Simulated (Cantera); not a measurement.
Mixture: CH4 : O2 : N2 = 1 : 0.909 : 3.42 (molar parts), equivalence ratio 2.2, at 0.380 bar, adiabatic and at constant volume. Ignition delay is the time to a rise of 400 K.

Cantera simulation using GRI-Mech 3.0 (53 species, 325 reactions); the numbers are that mechanism's predictions, not measurements.

Predict: delay at 1298 K; delay at 1448 K; delay at 1598 K; delay at 1748 K; delay at 1898 K; apparent activation energy between 1748 and 1898 K.


* **delay at 1298 K**: 36.2 ms
* **delay at 1448 K**: 5.55 ms
* **delay at 1598 K**: 1.23 ms
* **delay at 1748 K**: 0.387 ms
* **delay at 1898 K**: 0.155 ms
* **apparent activation energy between 1748 and 1898 K**: 170 kJ/mol
